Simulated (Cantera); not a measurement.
A closed system holds: 1 mol C₂H₂, 2 mol NH₃, 23 mol H₂, at 1373.15 K and 1.33 mbar.

Method: chemical equilibrium by Gibbs-energy minimisation in Cantera with the NASA 1993 tables (ideal gas, pure condensed phases). Candidate condensed phases: C, C₆H₆, C₇H₈, C₈H₁₈; 92 gas species. Kinetics and transport are ignored.

Task: What is the equilibrium state?

Result: 
- x(H₂): 0.964
- x(N₂): 0.0357
- x(H): 8.97e-5
- x(HCN): 7.37e-5
- x(CH₄): 6.23e-6
- x(C₂H₂ (acetylene)): 1.67e-6
- n(C(graphite)): 2.00 mol
- gas amount: 28.00 mol
